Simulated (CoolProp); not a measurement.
A single-stage vapour-compression cycle with the fluid: evaporating at 327.15 K (dew point), condensing at 361.15 K (bubble point), superheat 10 K, subcooling 8 K, compressor efficiency 0.9, no pressure losses. The same conditions are run with several fluids, on thermodynamics alone (safety and materials aside).

Values from CoolProp's reference Helmholtz-energy equation of state of each fluid (trans-2-butene: Lemmon 2005; R22: Kamei 1995; dimethyl carbonate: Zhou 2011; isobutane: Bücker 2006; neopentane: Lemmon 2006; cyclopropane: Polt 1992). The equations of Platzer and Polt are older, rougher fits.

```tsv
fluid	cooling COP	pressure ratio	discharge temperature (K)	refrigerating effect (kJ/kg)	volumetric capacity (kJ/m³)
trans-2-butene	7.75	2.21	369.2	300	3630
R22	6.31	2.01	385.2	120	10500
dimethyl carbonate	8.25	3.45	371.8	363	324
isobutane	7.40	2.09	366.4	[?]	4450
neopentane	7.63	2.22	361.2	230	[?]
cyclopropane	7.27	1.99	[?]	305	8260
```

### Question
Fill in the missing entries.

### Answer

- isobutane, refrigerating effect (kJ/kg): 242
- neopentane, volumetric capacity (kJ/m³): 2610
- cyclopropane, discharge temperature (K): 378.4

The compression ends wet for: neopentane.
